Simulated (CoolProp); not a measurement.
Values from CoolProp's reference Helmholtz-energy equation of state, Bücker 2006.

Give the vapour pressure (MPa), liquid density (kg/m³), vapour Z of saturated n-butane at 207.3 K.


```tsv
T (K)	p (MPa)	liquid density (kg/m³)	vapour Z
207.3	0.00334	667	0.997
```
